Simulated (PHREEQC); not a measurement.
Copper plating or etch bath

A solution holds 7.1e-05 mol/kgw Cu(BF4)2, 0.0012 mol/kgw HCl and 1.5e-06 mol/kgw H3BO3, at 25 °C. Closed to the air; pH follows from the charge balance.

The numbers come from PHREEQC with the ion-association model, phreeqc.dat.

Precipitation was switched off in this run.

Task: Predict the pH, ionic strength, specific conductance.

Result: pH 2.92; ionic strength 0.00148 mol/kgw; specific conductance 536 µS/cm.

Task: In which forms is F present?

Result: HF 63 %, F- 36 % of the F.

Real BF4- forms and hydrolyses slowly; the run takes it at equilibrium.
